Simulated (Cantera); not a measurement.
Cantera run, input and output.

```python
import numpy as np
import cantera as ct

gas = ct.Solution("gri30.yaml")
gas.TPX = 1375, 101325, {'N2O': 1, 'N2': 3.8}
reactor = ct.IdealGasConstPressureReactor(gas, energy="off", clone=False)
net = ct.ReactorNet([reactor])
net.rtol, net.atol = 1e-08, 1e-18
show = ['N2O', 'NO', 'N2', 'O', 'O2', 'NO2']
times = np.geomspace(4e-06, 6, 13)

steps = ct.SolutionArray(gas, extra=["t"])
rows = []
print(f"{'t/s':>10s}{'T/K':>9s}{'P/Pa':>11s}" + "".join(f"{s:>11s}" for s in show))
for t in times:
    while net.time < t:
        t_next = net.step()
        steps.append(gas.state, t=t_next)
    rows.append([np.interp(t, steps.t, y) for y in (steps.T, steps.P, *steps(*show).X.T)])
    print(f"{t:10.3e}{rows[-1][0]:9.1f}{rows[-1][1]:11.4g}" + "".join(f"{x:11.3e}" for x in rows[-1][2:]))
rate = np.gradient(steps.T, steps.t)
print("integrator steps:", len(steps.t))
if steps.T.max() > steps.T[0] + 200:
    print(f"time of steepest temperature rise: {steps.t[rate.argmax()]:.4e} s")
gas.TPX = 1375, 101325, {'N2O': 1, 'N2': 3.8}
gas.equilibrate("TP")
print(f"equilibrium (TP): T = {gas.T:.1f} K  " + "  ".join(f"{s} {gas[s].X[0]:.3e}" for s in show))
```

Output:

```
       t/s      T/K       P/Pa        N2O         NO         N2          O         O2        NO2
 4.000e-06   1375.0  1.013e+05  2.083e-01  1.835e-07  7.917e-01  3.929e-06  4.052e-07  2.368e-13
 1.308e-05   1375.0  1.013e+05  2.083e-01  1.656e-06  7.917e-01  9.992e-06  3.657e-06  1.916e-11
 4.280e-05   1375.0  1.013e+05  2.082e-01  1.125e-05  7.917e-01  1.688e-05  2.484e-05  8.789e-10
 1.400e-04   1375.0  1.013e+05  2.080e-01  5.039e-05  7.918e-01  1.823e-05  1.113e-04  1.727e-08
 4.579e-04   1375.0  1.013e+05  2.072e-01  1.795e-04  7.922e-01  1.822e-05  3.969e-04  2.048e-07
 1.498e-03   1375.0  1.013e+05  2.047e-01  5.964e-04  7.933e-01  1.816e-05  1.322e-03  1.839e-06
 4.899e-03   1375.0  1.013e+05  1.968e-01  1.907e-03  7.970e-01  1.792e-05  4.252e-03  1.119e-05
 1.602e-02   1375.0  1.013e+05  1.734e-01  5.708e-03  8.079e-01  1.710e-05  1.291e-02  4.258e-05
 5.241e-02   1375.0  1.013e+05  1.178e-01  1.429e-02  8.341e-01  1.456e-05  3.374e-02  1.138e-04
 1.714e-01   1375.0  1.013e+05  4.101e-02  2.414e-02  8.711e-01  8.225e-06  6.351e-02  1.943e-04
 5.608e-01   1375.0  1.013e+05  3.367e-03  2.662e-02  8.905e-01  1.257e-06  7.932e-02  1.953e-04
 1.834e+00   1375.0  1.013e+05  3.653e-06  2.668e-02  8.923e-01  1.826e-07  8.087e-02  1.353e-04
 6.000e+00   1375.0  1.013e+05  2.412e-07  2.667e-02  8.923e-01  1.812e-07  8.088e-02  1.349e-04
integrator steps: 1114
equilibrium (TP): T = 1375.0 K  N2O 3.134e-08  NO 4.530e-04  N2 9.054e-01  O 1.952e-07  O2 9.411e-02  NO2 2.472e-06
```

Detailed kinetics in Cantera: GRI-Mech 3.0 (53 species, 325 reactions). GRI-Mech 3.0 was tuned for natural gas; its chemistry of N2O as a main component is partial and can be far from experiment. The mechanism lacks the step 2 NO + O2 → 2 NO2, which can matter for NO2 below about 1400 K. The temperature is held fixed by assumption; the heat of reaction is taken as removed at once.
